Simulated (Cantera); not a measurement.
**Premixed flame**

A freely propagating, adiabatic, planar premixed flame of 10.7 % CH4, 1.50 % CO, 18.4 % O2, 69.4 % N2, equivalence ratio 1.2, unburnt at 398 K and 4.93 atm; mixture-averaged transport, grid criteria slope 0.08 and curve 0.16, no radiation.

Cantera simulation using GRI-Mech 3.0 (53 species, 325 reactions); the numbers are that mechanism's predictions, not measurements. Burning velocities carry a grid error of a few per cent, more on coarse grids.

```csv
z (mm),T (K),u (m/s),x CH4,x CO,x O2,x N2O,x NO,x HO2
-0.438,399,0.279,0.107,0.0150,0.184,<1e-8,<1e-8,4.55e-8
-0.292,404,0.284,0.106,0.0150,0.183,<1e-8,<1e-8,5.36e-7
-0.219,426,0.300,0.104,0.0153,0.181,<1e-8,5.28e-8,2.99e-6
-0.146,565,0.402,0.0952,0.0181,0.170,<1e-8,6.62e-7,2.66e-5
-0.0729,1104,0.798,0.0607,0.0331,0.122,4.00e-8,1.00e-5,0.000130
-0.0365,1540,1.12,0.0313,0.0481,0.0763,8.33e-8,2.28e-5,0.000135
0,1926,1.41,0.00653,0.0609,0.0299,1.19e-7,4.04e-5,5.11e-5
0.0365,2081,1.52,0.000426,0.0586,0.00808,1.11e-7,6.42e-5,9.41e-6
0.0729,2124,1.54,1.98e-5,0.0529,0.00264,9.51e-8,7.98e-5,3.19e-6
0.146,2160,1.56,1.19e-7,0.0493,0.000860,6.97e-8,9.02e-5,1.20e-6
0.292,2188,1.58,<1e-8,0.0486,0.000330,4.55e-8,9.47e-5,4.19e-7
0.584,2206,1.59,<1e-8,0.0486,0.000107,2.70e-8,9.65e-5,1.04e-7
1.17,2214,1.60,<1e-8,0.0487,3.55e-5,1.67e-8,9.73e-5,2.57e-8
```
x: mole fraction of selected species; z is measured from the peak of heat release.

| Item | Value |
|---|---|
| laminar burning velocity | 27.8 cm/s |
| thermal thickness | 0.146 mm |
| peak x(HO2) | 0.000141 |
| grid points | 153 |
